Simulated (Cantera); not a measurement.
Cantera run:

```python
import numpy as np
import cantera as ct

gas_names = """
    H HNO HNO2 HNO3 HO2 H2 H2O H2O2 H2S H2SO4 N NH NH2 NH3 NH2OH NO NO2 NO3 N2 N2H2 N2H4 N2O O OH O2 O3
    S SH SN SO SO2 SO3 S2 S2O S8
""".split()
cond_names = """
    H2O(s) H2O(L) H2SO4(L) S(cr1) S(cr2) S(L)
""".split()


# ... load() reads the species with a 1 bar reference pressure and builds the phases ...
atoms = {
    'H2O': {'H': 2, 'O': 1},
    'SO2': {'S': 1, 'O': 2},
    'N2': {'N': 2},
    'O2': {'O': 2},
}
top_T = {}  # K; cautious upper limits of use, not melting points


# ... equilibrate(T, P, feed) seeds the gas with the atoms and calls Mixture.equilibrate('TP', solver="vcs", rtol=1e-11, max_steps=5000) ...
results = []
feed = {'H2O': 1, 'SO2': 0.0048, 'N2': 0.47, 'O2': 0.26}  # mol
P = 42000  # Pa
for T in [2923, 2973, 3023, 3073, 3123, 3173, 3223, 3273, 3323, 3373, 3423, 3473, 3523]:
    mix = equilibrate(T, P, feed)
    results.append((T, P, feed, dict(zip(mix.species_names, mix.species_moles))))

top = {s: max(r[3][s] / sum(r[3][g] for g in gas_names) for r in results) for s in gas_names}
cols = sorted((s for s in top if top[s] > 0.0001), key=lambda s: -top[s])[:8]
seen = [c for c in cond_names if any(r[3].get(c, 0) > 1e-12 for r in results)]
print("log10 of partial pressures in bar; condensed amounts in mol")
print(f"{'T/K':>10s}" + "".join(f"{s[:9]:>10s}" for s in cols + seen))
for T, P, feed, n in results:
    ng = sum(n[g] for g in gas_names)
    print(f"{T:10.4g}" + "".join(f"{np.log10(max(n[s] / ng * P / 1e5, 1e-99)):10.3f}" for s in cols)
          + "".join(f"{n.get(c, 0):10.4g}" for c in seen))
```

Result:

```
log10 of partial pressures in bar; condensed amounts in mol
       T/K       H2O         H        N2         O        OH        O2        H2        NO
      2923    -0.793    -1.710    -1.011    -1.714    -1.402    -1.301    -1.607    -2.128
      2973    -0.824    -1.617    -1.021    -1.642    -1.371    -1.311    -1.558    -2.111
      3023    -0.860    -1.528    -1.032    -1.573    -1.345    -1.321    -1.514    -2.095
      3073    -0.900    -1.445    -1.044    -1.507    -1.322    -1.333    -1.477    -2.082
      3123    -0.945    -1.367    -1.057    -1.444    -1.304    -1.347    -1.447    -2.070
      3173    -0.995    -1.295    -1.071    -1.384    -1.291    -1.363    -1.423    -2.061
      3223    -1.051    -1.227    -1.086    -1.328    -1.282    -1.382    -1.405    -2.055
      3273    -1.113    -1.165    -1.102    -1.274    -1.279    -1.403    -1.395    -2.051
      3323    -1.182    -1.107    -1.118    -1.225    -1.280    -1.427    -1.391    -2.049
      3373    -1.257    -1.055    -1.134    -1.179    -1.287    -1.454    -1.393    -2.050
      3423    -1.339    -1.007    -1.151    -1.136    -1.299    -1.485    -1.402    -2.054
      3473    -1.427    -0.965    -1.168    -1.097    -1.317    -1.520    -1.418    -2.059
      3523    -1.522    -0.926    -1.184    -1.061    -1.340    -1.559    -1.440    -2.067
```

Equilibrium computed with Cantera from the NASA thermochemical tables; the gas is ideal and each condensed phase is pure.
